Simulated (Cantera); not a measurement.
A freely propagating, adiabatic, planar premixed flame of 28.2 % H₂, 14.1 % O₂, 57.7 % N₂, equivalence ratio 1.0, unburnt at 623 K and 101000 Pa; mixture-averaged transport, grid criteria slope 0.08 and curve 0.16, no radiation.

Model: the H2/O2 subset of GRI-Mech 3.0, which has no nitrogen chemistry, integrated in Cantera. Burning velocities carry a grid error of a few per cent, more on coarse grids.

Q: Predict: laminar burning velocity; thermal thickness; peak x(O); peak x(OH); peak x(HO₂).

A: 
```json
{
 "laminar_burning_velocity": "742 cm/s",
 "thermal_thickness": "0.486 mm",
 "peak x(O)": "0.0128",
 "peak x(OH)": "0.0173",
 "peak x(HO₂)": "0.000267"
}
```
